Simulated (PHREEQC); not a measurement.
Dissolve 55 mmol/kgw NiCl2 and 0.057 mmol/kgw Na2SO4 at 20 °C. It is in equilibrium with CO2 at log p = 0 (atm). Otherwise closed; pH follows from the charge balance.

The numbers come from PHREEQC with the ion-association model, wateq4f.dat.

This is a speciation only: nothing precipitates in the calculation.

### Question
Order these Ni species by the share of Ni that they hold, largest first: NiCl2, NiHCO3+, NiCl+, Ni+2.

### Answer
Ni+2 (90 %), NiCl+ (7.6 %), NiCl2 (1.5 %), NiHCO3+ (0.37 %)

The pH is 3.62 and the ionic strength 0.154 mol/kgw.
